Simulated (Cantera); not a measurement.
Charge: 1 mol BaF₂, 5.4 mol H₂O, 1.4 mol N₂, 1.8 mol H₂, at 1725 K and 0.133 bar.

Equilibrium computed with Cantera from the NASA thermochemical tables; the gas is ideal and each condensed phase is pure. Candidate condensed phases: Ba, BaF₂, BaO, Ba(OH)₂, H₂O; 45 gas species. Mutual solubility and eutectic melting of coexisting phases are not modelled. Kinetics and transport are ignored.

Base state: H₂O 0.607, H₂ 0.206, N₂ 0.160, HF 0.0150, BaF₂ 0.00818, Ba(OH)₂ 0.00323, H 0.000231, BaF 0.000109 (mole fractions); condensed: BaF₂(l) + BaO(s).

Question: What changes in the equilibrium state with this change: temperature from 1725 K to 2200 K?

Answer: 
```tsv
species	before	after
H₂O	0.607	0.517
H₂	0.206	0.180
N₂	0.160	0.144
BaF₂	0.00818	0.0769
HF	0.0150	0.0462
Ba(OH)₂	0.00323	0.0178
O	3.34e-8	6.65e-5
O₂	4.41e-8	8.05e-5
Ba	4.77e-8	2.68e-5
BaF₂(l), mol	0.863	0
BaO(s), mol	0.0364	0
```

Question: What changes in the equilibrium state with this change: BaF₂ replaced by FeCl₃?

Answer: 
| species | before | after |
|---|---|---|
| H₂O | 0.607 | 0.480 |
| HCl | 0 | 0.208 |
| N₂ | 0.160 | 0.139 |
| H₂ | 0.206 | 0.129 |
| FeCl₂ | 0 | 0.0443 |
| HF | 0.0150 | 0 |
| BaF₂ | 0.00818 | 0 |
| Ba(OH)₂ | 0.00323 | 0 |
| Cl | 0 | 0.000229 |
| BaF₂(l), mol | 0.863 | 0 |
| BaO(s), mol | 0.0364 | 0 |
| FeO(l), mol | 0 | 0.552 |
The tables' stoichiometric FeO is somewhat more stable than real wüstite, so its field is too wide. FeO: taken at fixed stoichiometry. Further candidate phases: Fe, FeCl₂, FeCl₃, FeO, Fe(OH)₂, Fe(OH)₃, Fe₂O₃, Fe₃O₄, NH₄Cl.
